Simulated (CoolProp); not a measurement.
A closed Brayton cycle with carbon dioxide: compressor inlet 317.15 K and 8.9 MPa, high pressure 20 MPa, turbine inlet 895 K, compressor efficiency 0.85, turbine efficiency 0.85, recuperator effectiveness 0.9 (on enthalpy, no pinch check). Each further row changes one setting.

Computed with CoolProp (reference Helmholtz-energy equation of state, Span 1996).

```json
[
 {"case": "as stated", "thermal efficiency (%)": "32.2", "net work (kJ/kg)": "80.9", "compressor to turbine work": "0.27", "compressor exit (K)": "370.1", "turbine exit (K)": "797.8"},
 {"case": "turbine inlet 845 K", "thermal efficiency (%)": "31.0", "net work (kJ/kg)": "74.1", "compressor to turbine work": "0.29", "compressor exit (K)": "370.1", "turbine exit (K)": "751.2"},
 {"case": "compressor inlet 327.15 K", "thermal efficiency (%)": "31.5", "net work (kJ/kg)": "72.4", "compressor to turbine work": "0.35", "compressor exit (K)": "392.4", "turbine exit (K)": "797.8"},
 {"case": "high pressure 17 MPa", "thermal efficiency (%)": "29.7", "net work (kJ/kg)": "66.8", "compressor to turbine work": "0.26", "compressor exit (K)": "359.3", "turbine exit (K)": "816.9"},
 {"case": "recuperator effectiveness 0.5", "thermal efficiency (%)": "17.8", "net work (kJ/kg)": "80.9", "compressor to turbine work": "0.27", "compressor exit (K)": "370.1", "turbine exit (K)": "797.8"}
]
```
